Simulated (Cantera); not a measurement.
Thermodynamics of nitride etching, feed Si₃N₄ + NF₃

Feed: 1 mol Si₃N₄, a varied amount of NF₃, held at 773.15 K and 100 Torr.

Equilibrium computed with Cantera from the NASA thermochemical tables; the gas is ideal and each condensed phase is pure. Candidate condensed phases: Si, Si₃N₄; 16 gas species. Rates play no part.

From 1.2 mol NF₃ to 3.5 mol NF₃ the condensed part is Si₃N₄(s). From 4 mol NF₃ to 5.4 mol NF₃ nothing is condensed. The main Si-bearing gas is SiF₄ throughout.

```tsv
n(NF₃) (mol)	log p N₂	log p SiF₄	log p NF₃	log p F₂	log p F	n Si₃N₄(s)
1.2	-1.12	-1.24	<-12	<-12	<-12	0.700
1.7	-1.12	-1.24	<-12	<-12	<-12	0.575
2.1	-1.12	-1.24	<-12	<-12	<-12	0.475
2.6	-1.12	-1.24	<-12	<-12	<-12	0.350
3.1	-1.12	-1.24	<-12	<-12	<-12	0.225
3.5	-1.12	-1.24	<-12	<-12	<-12	0.125
4	-1.12	-1.24	<-12	<-12	<-12	0
4.5	-1.15	-1.29	-2.33	-2.24	-3.39	0
4.9	-1.17	-1.32	-2.07	-2.06	-3.30	0
5.4	-1.20	-1.35	-1.89	-1.93	-3.23	0
```
log p: log10 of the partial pressure in bar; n: condensed amount in mol.
